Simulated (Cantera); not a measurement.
A perfectly stirred reactor is fed with 41.7 % C₂H₆, 58.3 % N₂, at 0.00660 bar; it is held at 1023 K, and followed from long to short residence time.

Model: GRI-Mech 3.0 (53 species, 325 reactions), integrated in Cantera. GRI-Mech 3.0 stops at C3 and has no aromatics, soot or wall deposition, so with more carbon than oxygen in the feed, carbon stays in small species such as C2H2 where larger ones or solid carbon would form. Radical loss at walls, strong at low pressure, is not modelled.

x: mole fraction; the columns are a selection and need not sum to one.

```json
[
 {"τ (s)": "12", "x C₂H₆": "0.182", "x C₂H₂": "(withheld)", "x C₂H": "<1e-12", "x CH₂": "7.47e-12", "x HCN": "<1e-12", "x CH₄": "0.0179", "x H₂": "0.153"},
 {"τ (s)": "4.5", "x C₂H₆": "0.289", "x C₂H₂": "(withheld)", "x C₂H": "<1e-12", "x CH₂": "8.85e-12", "x HCN": "<1e-12", "x CH₄": "0.00799", "x H₂": "0.0839"},
 {"τ (s)": "1.8", "x C₂H₆": "0.358", "x C₂H₂": "(withheld)", "x C₂H": "<1e-12", "x CH₂": "9.02e-12", "x HCN": "<1e-12", "x CH₄": "0.00319", "x H₂": "0.0385"},
 {"τ (s)": "0.70", "x C₂H₆": "0.394", "x C₂H₂": "(withheld)", "x C₂H": "<1e-12", "x CH₂": "7.48e-12", "x HCN": "<1e-12", "x CH₄": "0.00109", "x H₂": "0.0148"},
 {"τ (s)": "0.27", "x C₂H₆": "0.410", "x C₂H₂": "(withheld)", "x C₂H": "<1e-12", "x CH₂": "4.08e-12", "x HCN": "<1e-12", "x CH₄": "0.000296", "x H₂": "0.00462"},
 {"τ (s)": "0.11", "x C₂H₆": "0.415", "x C₂H₂": "(withheld)", "x C₂H": "<1e-12", "x CH₂": "1.26e-12", "x HCN": "<1e-12", "x CH₄": "6.46e-5", "x H₂": "0.00112"},
 {"τ (s)": "0.042", "x C₂H₆": "0.416", "x C₂H₂": "(withheld)", "x C₂H": "<1e-12", "x CH₂": "<1e-12", "x HCN": "<1e-12", "x CH₄": "1.45e-5", "x H₂": "0.000175"},
 {"τ (s)": "0.016", "x C₂H₆": "0.417", "x C₂H₂": "1.73e-10", "x C₂H": "<1e-12", "x CH₂": "<1e-12", "x HCN": "<1e-12", "x CH₄": "4.24e-6", "x H₂": "2.25e-5"},
 {"τ (s)": "0.0064", "x C₂H₆": "0.417", "x C₂H₂": "3.36e-12", "x C₂H": "<1e-12", "x CH₂": "<1e-12", "x HCN": "<1e-12", "x CH₄": "1.24e-6", "x H₂": "2.68e-6"},
 {"τ (s)": "0.0025", "x C₂H₆": "0.417", "x C₂H₂": "<1e-12", "x C₂H": "<1e-12", "x CH₂": "<1e-12", "x HCN": "<1e-12", "x CH₄": "2.87e-7", "x H₂": "2.43e-7"}
]
```

Problem. Complete the blanks.

Solution. 
- 12, x C₂H₂: 0.00346
- 4.5, x C₂H₂: 0.00106
- 1.8, x C₂H₂: 0.000282
- 0.70, x C₂H₂: 5.16e-5
- 0.27, x C₂H₂: 5.59e-6
- 0.11, x C₂H₂: 3.32e-7
- 0.042, x C₂H₂: 8.58e-9
